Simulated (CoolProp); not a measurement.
Fluorine along the isotherm -107.15 °C: density (kg/m³) from the reference equation and from simpler models built on Tc = -128.7 °C, pc = 5.240 MPa, ω = 0.045; each cubic takes its own stable root.

Model: reference Helmholtz-energy equation of state, de Reuck 1990, in CoolProp.

```csv
p (MPa),phase,reference,ideal gas,van der Waals,Redlich-Kwong,Soave-Redlich-Kwong,Peng-Robinson
1.82,gas,54.35,50.10,54.32,54.56,54.48,55.14
3.64,gas,120.1,100.2,120.2,120.8,120.3,123.4
5.45,supercritical,203.0,150.0,206.2,204.7,203.0,211.2
7.27,supercritical,316.6,200.1,336.2,318.5,313.2,330.3
9.09,supercritical,472.5,250.2,503.1,464.8,452.9,482.4
10.9,supercritical,628.5,300.1,602.0,598.7,584.2,627.5
12.7,supercritical,736.4,349.6,660.2,694.3,680.9,736.6
14.5,supercritical,808.8,399.2,701.2,764.3,752.2,818.0
16.4,supercritical,864.1,451.5,734.4,821.4,810.6,884.9
18.2,supercritical,904.8,501.0,759.9,865.5,855.6,936.5
20,supercritical,938.2,550.6,781.6,902.9,893.7,980.2
```
